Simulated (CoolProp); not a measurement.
Saturation properties of hexamethyldisiloxane (MM).

Computed with CoolProp (reference Helmholtz-energy equation of state, Thol 2016).

| T (K) | p (kPa) | liquid density (kg/m³) | liquid cp (kJ/(kg K)) | vapour Z |
|---|---|---|---|---|
| 235.4 | 0.07764 | 824.1 | 1.763 | 0.9997 |
| 269.1 | 1.045 | 789.7 | 1.829 | ? |
| 302.8 | 7.027 | 754.6 | 1.912 | 0.9906 |
| 336.6 | 29.84 | 717.9 | 2.005 | ? |
| 370.3 | 91.82 | 678.9 | 2.105 | 0.9408 |
| 404 | 226.1 | 636.3 | 2.215 | 0.8883 |
| 437.7 | ? | 587.5 | 2.346 | ? |
| 471.4 | 893.1 | 527.0 | 2.548 | 0.6964 |
| 505.2 | ? | 431.4 | 3.385 | 0.5116 |

**Question.** Some entries are withheld; supply them.

**Answer.** 
- 269.1, vapour Z: 0.9977
- 336.6, vapour Z: 0.9733
- 437.7, p (kPa): 475.3
- 437.7, vapour Z: 0.8101
- 505.2, p (kPa): 1560

It boils at 373.7 K under 1 atm.
